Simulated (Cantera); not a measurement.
Cantera with NASA thermochemical tables; ideal gases at 1 bar, condensed phases pure. Values are per mole of reaction as written; species without (g) are pure solids or liquids, kept so even where they would boil at 1 bar.

Problem. Between 400 and 550 K, where is each reaction favourable under standard conditions?
- 4 TiCl₃(g) → 3 TiCl₄ + Ti

Solution. 
- 4 TiCl₃(g) → 3 TiCl₄ + Ti: ΔG° is -66 kJ at 400 K and -5 kJ at 550 K; it stays negative (K > 1). ΔH° is -217 kJ and ΔS° -387 J/K at 550 K.
